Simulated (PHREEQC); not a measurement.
A solution holds 0.0089 mol/kgw TMAH, 3.6e-05 mol/kgw Cs2SO4 and 0.0044 mol/kgw KCl, at 55 °C. Closed to the air; pH follows from the charge balance.

Computed with PHREEQC (ion-association model, wateq4f.dat).

### Question
The ionic strength comes out as 0.0134 mol/kgw. What activity coefficients do SO4-2, Cl-, K+, OH-, KSO4- get?

### Answer
SO4-2 0.62, Cl- 0.88, K+ 0.88, OH- 0.88, KSO4- 0.89.

No solid was allowed to form. (CH3)4N+ isn't in the database: it is added as a free cation with an ion size of 4 Å. Constants without temperature data keep their 25 °C values here.
